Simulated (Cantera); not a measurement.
Hydrocarbon pyrolysis for carbon deposition

An isothermal, constant-pressure homogeneous reactor starts with C₂H₄ : H₂ = 1 : 7.5 (molar parts), at 1350 K and 0.276 atm.

Cantera simulation using GRI-Mech 3.0 (53 species, 325 reactions); the numbers are that mechanism's predictions, not measurements. GRI-Mech 3.0 was tuned for natural gas; its chemistry of ethylene as a main component is partial and can be far from experiment. GRI-Mech 3.0 stops at C3 and has no aromatics, soot or wall deposition, so with more carbon than oxygen in the feed, carbon stays in small species such as C2H2 where larger ones or solid carbon would form.

```csv
t (s),x C₂H₄,x H₂,x C₂H,x CH₄,x C₂H₆,x C₂H₂
5.00e-5,0.118,0.882,<1e-12,<1e-12,9.04e-10,2.46e-6
0.000132,0.118,0.882,<1e-12,1.41e-11,5.79e-9,6.52e-6
0.000349,0.118,0.882,<1e-12,2.66e-10,3.90e-8,1.74e-5
0.000920,0.118,0.882,<1e-12,4.94e-9,2.72e-7,4.68e-5
0.00243,0.117,0.882,<1e-12,1.00e-7,2.15e-6,0.000132
0.00642,0.117,0.882,<1e-12,3.90e-6,3.42e-5,0.000523
0.0169,0.107,0.883,1.48e-10,0.000750,0.000590,0.00869
0.0447,0.0744,0.884,6.62e-10,0.00502,0.000491,0.0364
0.118,0.0402,0.884,1.05e-9,0.0111,0.000261,0.0647
0.312,0.0269,0.881,1.01e-9,0.0185,0.000171,0.0737
0.823,0.0247,0.873,8.20e-10,0.0313,0.000155,0.0707
2.17,0.0222,0.860,5.76e-10,0.0536,0.000139,0.0641
5.74,0.0187,0.841,3.57e-10,0.0855,0.000116,0.0547
15.1,0.0146,0.819,2.07e-10,0.123,9.11e-5,0.0435
40.0,0.0111,0.799,1.26e-10,0.156,7.27e-5,0.0336
```
x: mole fraction; the columns are a selection and need not sum to one.

Equilibrium at this temperature and pressure: C₂H₄ 0.00958, H₂ 0.790, C₂H 9.89e-11, CH₄ 0.171, C₂H₆ 6.53e-5, C₂H₂ 0.0290 (gas phase only).
